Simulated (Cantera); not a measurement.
Input: 1 mol CaCO₃, 0.58 mol C, 0.23 mol O₂, equilibrated at 1000 Pa.

These are equilibrium values from Cantera (NASA tables, ideal gas, pure condensed phases), not measurements of a reactor. Candidate condensed phases: C, Ca, CaCO₃, CaO; 15 gas species. Rates play no part.

### Question
At 1950 K, list the 4 most abundant gas species with their mole fractions, and the condensed phases.

### Answer
CO₂ 0.557, CO 0.443, O₂ 0.000117, O 4.88e-5. Condensed: CaO(s).
